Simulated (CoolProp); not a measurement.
The fluid at 298.15 K and 2.6 MPa flows at 11 m/s in a round tube of 25 mm bore and 45 µm roughness, fully developed (64/Re and Nu = 3.66 if laminar; Colebrook and Gnielinski if turbulent). The same conditions are run with several fluids, on thermodynamics alone (safety and materials aside).

Model: reference Helmholtz-energy equation of state of each fluid (R245fa: Akasaka 2015; c-C4F8 (RC318): Platzer 1990; R124: de Vries 1995; R134a: Tillner-Roth 1994; R125: Lemmon 2005), in CoolProp. The equations of Platzer and Polt are older, rougher fits.

```json
[
 {"fluid": "R245fa", "Reynolds number": "906000", "Darcy friction factor": "0.0230", "pressure drop (Pa/m)": "___", "heat-transfer coefficient (W/(m² K))": "22200", "mass flow (kg/h)": "26200"},
 {"fluid": "c-C4F8 (RC318)", "Reynolds number": "1080000", "Darcy friction factor": "0.0230", "pressure drop (Pa/m)": "___", "heat-transfer coefficient (W/(m² K))": "19800", "mass flow (kg/h)": "29400"},
 {"fluid": "R124", "Reynolds number": "1450000", "Darcy friction factor": "0.0229", "pressure drop (Pa/m)": "75800", "heat-transfer coefficient (W/(m² K))": "23500", "mass flow (kg/h)": "26600"},
 {"fluid": "R134a", "Reynolds number": "1660000", "Darcy friction factor": "0.0229", "pressure drop (Pa/m)": "67500", "heat-transfer coefficient (W/(m² K))": "28800", "mass flow (kg/h)": "23700"},
 {"fluid": "R125", "Reynolds number": "2250000", "Darcy friction factor": "0.0229", "pressure drop (Pa/m)": "___", "heat-transfer coefficient (W/(m² K))": "___", "mass flow (kg/h)": "23500"}
]
```

Q: Complete the blanks.

A: 
- R245fa, pressure drop (Pa/m): 74900
- c-C4F8 (RC318), pressure drop (Pa/m): 84100
- R125, pressure drop (Pa/m): 66800
- R125, heat-transfer coefficient (W/(m² K)): 28300

Transport values come from each fluid's own correlations; those of R245fa, c-C4F8 (RC318), R124, R134a are estimates that may be off by 10 % or more.
